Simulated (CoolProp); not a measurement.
Vapour-liquid equilibrium of R114 (1) + n-heptane (2) at 0.237 MPa; x and y are mole fractions of (1).

Computed with CoolProp (multi-fluid Helmholtz-energy mixture model, Platzer 1990 and Span 2003; pair parameters Bell 2016). This equation is an older, rougher fit; its heat capacities, sound speeds and derivatives of the liquid may be far off and weren't checked against measurements.

```tsv
x	bubble temperature (K)	y at the bubble point	dew temperature at overall composition x (K)	liquid density (mol/L)
0.05	383.7	0.404	401.3	6.061
0.125	360.9	0.708	397.9	6.369
0.2	345.5	0.835	394.5	6.613
0.275	335.1	0.894	390.7	6.817
0.35	327.8	0.926	386.8	6.998
0.425	322.4	0.945	___	7.165
0.5	318.3	0.957	377.7	7.325
0.575	315.0	0.966	372.3	7.482
0.65	312.2	0.973	366.3	7.640
0.725	309.8	___	359.1	7.800
0.8	307.4	0.985	___	7.966
0.875	305.2	0.990	338.8	8.140
0.95	302.9	0.996	320.7	___
```

Question: Fill in the missing entries.

Answer: 
- 0.425, dew temperature at overall composition x (K): 382.4
- 0.725, y at the bubble point: 0.979
- 0.8, dew temperature at overall composition x (K): 350.4
- 0.95, liquid density (mol/L): 8.324

No azeotrope shows between x = 0.05 and 0.95.

The pair parameters rest on a limited set of measurements; away from them the model extrapolates.
